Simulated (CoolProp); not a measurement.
Model: reference Helmholtz-energy equation of state, Tillner-Roth 1997, in CoolProp.

Give the vapour pressure (bar), vapour density (kg/m³), enthalpy of vaporisation (kJ/kg), surface tension (mN/m) of saturated CH2F2 (R32) at 269.3 K.


| T (K) | p (bar) | vapour density (kg/m³) | enthalpy of vaporisation (kJ/kg) | surface tension (mN/m) |
|---|---|---|---|---|
| 269.3 | 7.17 | 19.5 | 321 | 11.7 |

Surface tension comes from a separate correlation (Mulero 2012).
